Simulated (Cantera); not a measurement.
A freely propagating, adiabatic, planar premixed flame of H2 : O2 : N2 : H2O = 1 : 0.98 : 3.14 : 0.033 (molar parts), equivalence ratio 0.51, unburnt at 448 K and 5.00 bar; mixture-averaged transport, grid criteria slope 0.08 and curve 0.16, no radiation.

Computed with Cantera and the H2/O2 subset of GRI-Mech 3.0, which has no nitrogen chemistry. The hydrogen kinetics of GRI-Mech 3.0 are dated; newer H2 mechanisms differ, most at raised pressure. Burning velocities carry a grid error of a few per cent, more on coarse grids. Lean hydrogen flames are cellular in practice and burn faster than this planar one.

x: mole fraction of selected species; z is measured from the peak of heat release.

```tsv
z (mm)	T (K)	u (m/s)	x H2	x O2	x H2O2	x H	x H2O	x O
-0.234	448	0.802	0.190	0.191	5.71e-8	<1e-8	0.00646	<1e-8
-0.156	452	0.800	0.182	0.193	8.14e-7	<1e-8	0.00681	<1e-8
-0.117	461	0.806	0.169	0.195	4.33e-6	<1e-8	0.00796	<1e-8
-0.0781	[?]	0.866	0.142	0.199	3.29e-5	<1e-8	0.0150	5.78e-8
-0.0391	[?]	1.26	0.0903	0.191	0.000189	7.77e-6	0.0547	9.74e-6
-0.0195	[?]	1.76	0.0579	0.170	0.000187	0.000315	0.101	0.000226
0	[?]	2.28	0.0292	0.142	2.55e-5	0.00140	0.152	0.00135
0.0195	1611	2.61	0.0122	0.121	4.75e-6	0.00175	0.185	0.00235
0.0391	1719	2.79	0.00538	0.112	2.96e-6	0.00122	0.199	0.00226
0.0781	1804	2.92	0.00169	0.108	1.64e-6	0.000395	0.208	0.00123
0.156	1844	2.98	0.000431	0.108	7.60e-7	6.03e-5	0.212	0.000373
0.312	1856	3.00	9.91e-5	0.108	3.32e-7	7.67e-6	0.213	9.80e-5
0.625	1860	3.01	3.58e-5	0.108	2.01e-7	1.98e-6	0.214	4.02e-5
```

Question: Complete the blanks.

Answer: 
- -0.0781, T (K): 509
- -0.0391, T (K): 766
- -0.0195, T (K): 1081
- 0, T (K): 1405
